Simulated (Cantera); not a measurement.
Charge: 1 mol MgSO₄, 0.1 mol O₂, at 1350 °C and 1 atm.

These are equilibrium values from Cantera (NASA tables, ideal gas, pure condensed phases), not measurements of a reactor. Candidate condensed phases: Mg, MgO, MgS, MgSO₄, S; 14 gas species. Rates play no part.

Task: What is the equilibrium state?

Result: 
| Property | Value |
|---|---|
| x(SO₂) | 0.620 |
| x(O₂) | 0.373 |
| x(SO₃) | 0.00797 |
| x(O) | 1.15e-5 |
| x(SO) | 2.22e-6 |
| n(MgO(s)) | 1.00 mol |
| gas amount | 1.594 mol |
| log10 activity of S(l) (absent) | -8.93 |
| log10 activity of Mg(l) (absent) | -13.35 |
